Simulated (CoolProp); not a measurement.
Vapour-liquid equilibrium of propane (1) + isobutane (2) at 0.0775 MPa; x and y are mole fractions of (1).

Computed with CoolProp (multi-fluid Helmholtz-energy mixture model, Lemmon 2009 and Bücker 2006; pair parameters Kunz 2012).

```csv
x,bubble temperature (°C),y at the bubble point,dew temperature at overall composition x (°C),liquid density (mol/L)
0.05,-21.1,___,___,10.49
0.125,___,0.322,-20.6,10.70
0.2,-27.7,0.456,___,10.91
0.275,-30.5,0.563,-23.6,___
0.35,-32.9,0.650,-25.2,11.33
0.425,-35.2,0.721,-26.9,11.54
0.5,-37.3,0.781,-28.8,11.76
0.575,___,0.831,-30.8,___
0.65,-41.0,0.873,-32.9,12.21
0.725,-42.7,0.909,-35.3,12.44
0.8,-44.3,0.939,-38.0,12.67
0.875,-45.8,0.965,-41.1,12.91
0.95,-47.2,0.987,-44.9,13.16
```

**Question.** Some entries are withheld; supply them.

**Answer.** 
- 0.05, y at the bubble point: 0.147
- 0.05, dew temperature at overall composition x (°C): -19.3
- 0.125, bubble temperature (°C): -24.6
- 0.2, dew temperature at overall composition x (°C): -22.1
- 0.275, liquid density (mol/L): 11.12
- 0.575, bubble temperature (°C): -39.2
- 0.575, liquid density (mol/L): 11.98

No azeotrope shows between x = 0.05 and 0.95.

The pair parameters rest on a limited set of measurements; away from them the model extrapolates.
